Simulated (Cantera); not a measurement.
Standard-state values (1 bar) from the NASA 1993 polynomials, evaluated with Cantera. Values are per mole of reaction as written; species without (g) are pure solids or liquids, kept so even where they would boil at 1 bar.

2 OH(g) + 2 Li → H2O(g) + Li2O

| T (K) | ΔH° (kJ) | ΔS° (J/K) | ΔG° (kJ) | log10 K | condensed phases |
|---|---|---|---|---|---|
| 300 | -919.3 | -199.1 | -859.5 | 149.66 | Li(s), Li2O(s) |
| 498 | (withheld) | (withheld) | (withheld) | (withheld) | Li(l), Li2O(s) |
| 573 | -929.6 | -222.8 | -801.9 | 73.10 | Li(l), Li2O(s) |
| 648 | -930.1 | -223.7 | -785.1 | 63.29 | Li(l), Li2O(s) |
| 723 | -930.4 | -224.1 | -768.3 | 55.51 | Li(l), Li2O(s) |
| 798 | (withheld) | (withheld) | (withheld) | (withheld) | Li(l), Li2O(s) |
| 873 | -930.2 | -223.9 | -734.7 | 43.96 | Li(l), Li2O(s) |

### Question
What belongs in the gaps?

### Answer

- 498, ΔH° (kJ): -928.7
- 498, ΔS° (J/K): -221.2
- 498, ΔG° (kJ): -818.5
- 498, log10 K: 85.85
- 798, ΔH° (kJ): -930.4
- 798, ΔS° (J/K): -224.1
- 798, ΔG° (kJ): -751.5
- 798, log10 K: 49.19
